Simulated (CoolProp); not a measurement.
CF4 (R14) along the isotherm 154.3 K: density (kg/m³) from the reference equation and from simpler models built on Tc = 227.4 K, pc = 3.762 MPa, ω = 0.178; each cubic takes its own stable root.

The numbers come from the reference Helmholtz-energy equation of state, Platzer 1990 in CoolProp. This equation is an older, rougher fit; its heat capacities, sound speeds and derivatives of the liquid may be far off and weren't checked against measurements.

```json
[
 {"p (MPa)": "2.51", "phase": "liquid", "reference": "1563"},
 {"p (MPa)": "5.02", "phase": "liquid", "reference": "1574"},
 {"p (MPa)": "7.52", "phase": "liquid", "reference": "1584"},
 {"p (MPa)": "10", "phase": "liquid", "reference": "1593"},
 {"p (MPa)": "12.5", "phase": "liquid", "reference": "1602"},
 {"p (MPa)": "15", "phase": "liquid", "reference": "1610"},
 {"p (MPa)": "17.6", "phase": "liquid", "reference": "1618"},
 {"p (MPa)": "20.1", "phase": "liquid", "reference": "1626"},
 {"p (MPa)": "22.6", "phase": "liquid", "reference": "1633"},
 {"p (MPa)": "25.1", "phase": "liquid", "reference": "1640"},
 {"p (MPa)": "27.6", "phase": "liquid", "reference": "1647"},
 {"p (MPa)": "30.1", "phase": "liquid", "reference": "1654"},
 {"p (MPa)": "32.6", "phase": "liquid", "reference": "1660"},
 {"p (MPa)": "35.1", "phase": "liquid", "reference": "1666"},
 {"p (MPa)": "37.6", "phase": "liquid", "reference": "1673"}
]
```

Problem. How far does each simpler model (van der Waals, Peng-Robinson) lie from the reference over these 15 states: mean and median of the absolute difference, and the worst?

Solution. 
- van der Waals: mean 30.7 %, median 30.3 %, worst -33.7 % at 154.3 K and 2.51 MPa
- Peng-Robinson: mean 11.5 %, median 11.7 %, worst +11.8 % at 154.3 K and 32.6 MPa
